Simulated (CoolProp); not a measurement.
CHF3 (R23) along the isotherm 57.95 °C: fugacity coefficient from the reference equation and from simpler models built on Tc = 26.1 °C, pc = 4.832 MPa, ω = 0.263; each cubic takes its own stable root.

The numbers come from the reference Helmholtz-energy equation of state, Penoncello 2003 in CoolProp.

```json
[
 {"p (MPa)": "0.805", "phase": "gas", "reference": "0.9580"},
 {"p (MPa)": "1.61", "phase": "gas", "reference": "0.9169"},
 {"p (MPa)": "2.42", "phase": "gas", "reference": "0.8763"},
 {"p (MPa)": "3.22", "phase": "gas", "reference": "0.8371"},
 {"p (MPa)": "4.03", "phase": "gas", "reference": "0.7981"},
 {"p (MPa)": "4.83", "phase": "gas", "reference": "0.7604"},
 {"p (MPa)": "5.64", "phase": "supercritical", "reference": "0.7229"},
 {"p (MPa)": "6.44", "phase": "supercritical", "reference": "0.6866"},
 {"p (MPa)": "7.25", "phase": "supercritical", "reference": "0.6507"},
 {"p (MPa)": "8.05", "phase": "supercritical", "reference": "0.6164"},
 {"p (MPa)": "8.86", "phase": "supercritical", "reference": "0.5838"},
 {"p (MPa)": "9.66", "phase": "supercritical", "reference": "0.5546"},
 {"p (MPa)": "10.5", "phase": "supercritical", "reference": "0.5274"},
 {"p (MPa)": "11.3", "phase": "supercritical", "reference": "0.5046"},
 {"p (MPa)": "12.1", "phase": "supercritical", "reference": "0.4844"}
]
```

Task: How far does each simpler model (Redlich-Kwong, Peng-Robinson) lie from the reference over these 15 states: mean and median of the absolute difference, and the worst?

Result: 
- Redlich-Kwong: mean 0.3 %, median 0.1 %, worst +1.1 % at 57.95 °C and 12.1 MPa
- Peng-Robinson: mean 0.9 %, median 1.0 %, worst -1.4 % at 57.95 °C and 5.64 MPa
